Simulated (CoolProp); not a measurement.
Vapour-liquid equilibrium of hydrogen sulfide (1) + propane (2) at 0.0721 MPa; x and y are mole fractions of (1).

Computed with CoolProp (multi-fluid Helmholtz-energy mixture model, Lemmon 2006 and Lemmon 2009; pair parameters Kunz 2012).

Give the bubble temperature and the first vapour's composition at x = 0.35, 0.5, 0.65. Is there an azeotrope?

x = 0.35: 205.0 K, y = 0.698; x = 0.5: 204.3 K, y = 0.725; x = 0.65: 204.1 K, y = 0.741. y crosses x between x = 0.725 and 0.8: the model has an azeotrope there.

Pair parameters are fitted to limited data, so mixtures are less certain than the pure fluids. With so large a gap from Raoult's law the liquid may split in two, which this calculation doesn't test in full.
